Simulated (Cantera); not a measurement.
Input (Python, Cantera) and output of one run.

```python
import numpy as np
import cantera as ct

gas_names = """
    H HNO HNO2 HNO3 HO2 H2 H2O H2O2 N NH NH2 NH3 NH2OH NO NO2 NO3 N2 N2H2 N2H4 N2O O OH O2 O3 Si SiH
    SiH2 SiH3 SiH4 SiN SiO SiO2 Si2 Si2N Si3
""".split()
cond_names = """
    H2O(s) H2O(L) Si(cr) Si(L) SiO2(Lqz) SiO2(hqz) SiO2(L) Si2N2O(s) Si3N4(a)
""".split()


# ... load() reads the species with a 1 bar reference pressure and builds the phases ...
atoms = {
    'SiH4': {'Si': 1, 'H': 4},
    'O3': {'O': 3},
    'N2': {'N': 2},
}
top_T = {'Si2N2O(s)': 2100, 'Si3N4(a)': 2400}  # K; cautious upper limits of use, not melting points


# ... equilibrate(T, P, feed) seeds the gas with the atoms and calls Mixture.equilibrate('TP', solver="vcs", rtol=1e-11, max_steps=5000) ...
results = []
feed = {'SiH4': 1, 'O3': 0.54, 'N2': 140}  # mol
P = 100000  # Pa
for T in [750, 850, 950, 1050, 1150, 1250, 1350, 1450, 1550, 1650, 1750]:
    mix = equilibrate(T, P, feed)
    results.append((T, P, feed, dict(zip(mix.species_names, mix.species_moles))))
    x = sorted(zip(gas.X, gas.species_names), reverse=True)
    print(f"T = {T:g} K  P = {P:g} Pa  gas = {mix.phase_moles(0):.4g} mol")
    print("   x: " + "  ".join(f"{s} {v:.3e}" for v, s in x if v > 0.001))
    print("   condensed (mol): " + ("  ".join(f"{mix.phase(i).name} {mix.phase_moles(i):.4g}"
          for i in range(1, mix.n_phases) if mix.phase_moles(i) > 1e-12) or "none"))
```

Result:

```
T = 750 K  P = 100000 Pa  gas = 141.9 mol
   x: N2 9.859e-01  H2 1.408e-02
   condensed (mol): SiO2(Lqz) 0.7466  Si2N2O(s) 0.1267
T = 850 K  P = 100000 Pa  gas = 141.9 mol
   x: N2 9.859e-01  H2 1.409e-02
   condensed (mol): SiO2(hqz) 0.7466  Si2N2O(s) 0.1267
T = 950 K  P = 100000 Pa  gas = 141.9 mol
   x: N2 9.859e-01  H2 1.409e-02
   condensed (mol): SiO2(hqz) 0.7465  Si2N2O(s) 0.1267
T = 1050 K  P = 100000 Pa  gas = 141.9 mol
   x: N2 9.859e-01  H2 1.409e-02
   condensed (mol): SiO2(hqz) 0.7464  Si2N2O(s) 0.1268
T = 1150 K  P = 100000 Pa  gas = 141.9 mol
   x: N2 9.859e-01  H2 1.409e-02
   condensed (mol): SiO2(hqz) 0.7463  Si2N2O(s) 0.1269
T = 1250 K  P = 100000 Pa  gas = 141.9 mol
   x: N2 9.859e-01  H2 1.409e-02
   condensed (mol): SiO2(hqz) 0.7461  Si2N2O(s) 0.1269
T = 1350 K  P = 100000 Pa  gas = 141.9 mol
   x: N2 9.859e-01  H2 1.409e-02
   condensed (mol): SiO2(hqz) 0.7459  Si2N2O(s) 0.127
T = 1450 K  P = 100000 Pa  gas = 141.9 mol
   x: N2 9.859e-01  H2 1.409e-02
   condensed (mol): SiO2(hqz) 0.7457  Si2N2O(s) 0.1271
T = 1550 K  P = 100000 Pa  gas = 141.9 mol
   x: N2 9.859e-01  H2 1.408e-02
   condensed (mol): SiO2(hqz) 0.7451  Si2N2O(s) 0.1268
T = 1650 K  P = 100000 Pa  gas = 141.9 mol
   x: N2 9.858e-01  H2 1.408e-02
   condensed (mol): SiO2(hqz) 0.7413  Si2N2O(s) 0.1233
T = 1750 K  P = 100000 Pa  gas = 142 mol
   x: N2 9.852e-01  H2 1.405e-02
   condensed (mol): SiO2(L) 0.7131  Si2N2O(s) 0.09547
```

Method: chemical equilibrium by Gibbs-energy minimisation in Cantera with the NASA 1993 tables (ideal gas, pure condensed phases). N2 is the only nitrogen source here; it is nearly inert below about 1500 K, so the nitride shown seldom forms there in practice. Mutual solubility and eutectic melting of coexisting phases are not modelled. The tables hold silica as quartz up to 1696 K and as liquid above; real silica turns to tridymite and cristobalite and melts near 1996 K.
